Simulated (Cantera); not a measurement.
A perfectly stirred reactor is fed with H₂ : O₂ : N₂ : NO = 1 : 0.962 : 9.23 : 0.029 (molar parts), at 10.0 bar; it is adiabatic with a 575 K inlet, and is followed from long to short residence time, starting on the burning branch (τ in s: 0.21, 0.1, 0.049, 0.024, 0.012, 0.0057, 0.0028, 0.0013, 0.00066, 0.00032, 0.00016, 7.6e-05).

Cantera simulation using GRI-Mech 3.0 (53 species, 325 reactions); the numbers are that mechanism's predictions, not measurements. The hydrogen kinetics of GRI-Mech 3.0 are dated; newer H2 mechanisms differ, most at raised pressure. The mechanism lacks 2 NO + O2 → 2 NO2 and HONO, so NO2 and the effect of NO are under-described below about 1400 K.

### Question
What does this change do: pressure from 10.0 bar to 3.50 bar?

### Answer
```csv
quantity,before,after
"blow-out, bracketed by the residence times tried","burning at 1.30 ms, out at 0.660 ms","burning at 0.660 ms, out at 0.320 ms"
x(H₂) at τ = 0.210 s,0.000155,0.000119
x(O₂) at τ = 0.210 s,0.0431,0.0431
x(NO) at τ = 0.210 s,0.00241,0.00260
x(H₂O₂) at τ = 0.210 s,5.08e-8,1.91e-7
x(H) at τ = 0.210 s,6.37e-8,4.47e-7
x(H₂) at τ = 2.80 ms,0.00352,0.00223
x(O₂) at τ = 2.80 ms,0.0448,0.0441
x(NO) at τ = 2.80 ms,0.00214,0.00256
x(H₂O₂) at τ = 2.80 ms,2.11e-6,2.34e-6
x(H) at τ = 2.80 ms,4.51e-6,3.62e-5
```
